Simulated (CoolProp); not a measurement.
The fluid at 293.15 K and 0.00806 MPa (gas) is heated at constant pressure to 447.1 K. The same conditions are run with several fluids, on thermodynamics alone (safety and materials aside).

Values from CoolProp's reference Helmholtz-energy equation of state of each fluid (R123: Younglove 1994; n-perfluorohexane: Gao 2022; carbon dioxide: Span 1996; R13: Platzer 1990; dry air: Lemmon 2000). The equations of Platzer and Polt are older, rougher fits. Blends and air are pseudo-pure fits.

### Question
Rank R123, n-perfluorohexane, carbon dioxide, R13, dry air by heat (kJ/kg), highest first.

### Answer
dry air (156), n-perfluorohexane (141), carbon dioxide (140), R123 (116), R13 (110)

```csv
fluid,final density (kg/m³)
R123,0.332
n-perfluorohexane,0.734
carbon dioxide,0.0954
R13,0.227
dry air,0.0628
```
